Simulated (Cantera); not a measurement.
# CH₂F₂ + CH₄ (fluorocarbon and chlorocarbon gases)

Feed: 1 mol CH₂F₂, a varied amount of CH₄, equilibrated at 3023 K and 2300 Pa.

Equilibrium computed with Cantera from the NASA thermochemical tables; the gas is ideal and each condensed phase is pure. Candidate condensed phases: C, C₆H₆, C₇H₈, C₈H₁₈; 95 gas species. Rates play no part.

| n(CH₄) (mol) | x HF | x H | x F | x H₂ | x C₃ | x CF | x C₂H₂ (acetylene) | n C(graphite) |
|---|---|---|---|---|---|---|---|---|
| 0.0084 | 0.800 | 0.0862 | 0.0747 | 0.00596 | 0.0173 | 0.00906 | 0.000396 | 0.844 |
| 0.012 | 0.799 | 0.0889 | 0.0723 | 0.00634 | 0.0173 | 0.00877 | 0.000421 | 0.847 |
| 0.016 | 0.798 | 0.0920 | 0.0698 | 0.00679 | 0.0173 | 0.00847 | 0.000451 | 0.851 |
| 0.022 | 0.797 | 0.0967 | 0.0663 | 0.00749 | 0.0173 | 0.00805 | 0.000498 | 0.857 |
| 0.031 | 0.794 | 0.104 | 0.0615 | 0.00864 | 0.0173 | 0.00746 | 0.000574 | 0.865 |
| 0.042 | 0.789 | 0.113 | 0.0564 | 0.0102 | 0.0173 | 0.00684 | 0.000676 | 0.874 |
| 0.059 | 0.780 | 0.126 | 0.0497 | 0.0128 | 0.0173 | 0.00603 | 0.000850 | 0.888 |
| 0.081 | 0.766 | 0.144 | 0.0429 | 0.0165 | 0.0173 | 0.00521 | 0.00110 | 0.906 |
| 0.11 | 0.746 | 0.165 | 0.0363 | 0.0219 | 0.0173 | 0.00440 | 0.00146 | 0.928 |
| 0.16 | 0.710 | 0.199 | 0.0286 | 0.0319 | 0.0173 | 0.00348 | 0.00212 | 0.963 |
| 0.22 | 0.668 | 0.234 | 0.0229 | 0.0440 | 0.0173 | 0.00278 | 0.00292 | 1.00 |
| 0.3 | 0.618 | 0.273 | 0.0182 | 0.0596 | 0.0173 | 0.00221 | 0.00396 | 1.06 |
x: gas mole fraction; n: condensed amount in mol.

From 0.0084 mol CH₄ to 0.3 mol CH₄ the condensed part is C(graphite). The main C-bearing gas is C₃ throughout.
